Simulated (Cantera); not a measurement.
A closed system holds: 1 mol Si₃N₄, 51 mol HF, 1.2 mol N₂, held at 1450 K and 3.40 mbar.

These are equilibrium values from Cantera (NASA tables, ideal gas, pure condensed phases), not measurements of a reactor. Candidate condensed phases: Si, Si₃N₄; 37 gas species. The tables' values for SiF₃ are old estimates; treat these amounts as uncertain. The numbers say what is thermodynamically allowed, not how fast it happens.

Base state: HF 0.762, H₂ 0.117, N₂ 0.0625, SiF₄ 0.0585, SiF₃ 7.31e-5, H 5.55e-5 (mole fractions); condensed: gas only.

Q: What changes in the equilibrium state with this change: temperature from 1450 K to 1800 K?

A: 
```csv
species,before,after
HF,0.762,0.763
H₂,0.117,0.114
N₂,0.0625,0.0623
SiF₄,0.0585,0.0546
SiF₃,7.31e-5,0.00369
SiF₂,5.69e-8,9.17e-5
H,5.55e-5,0.00207
SiHF₃,3.04e-6,2.40e-5
```
The tables' values for SiF₃, SiF₂ are old estimates; treat these amounts as uncertain.
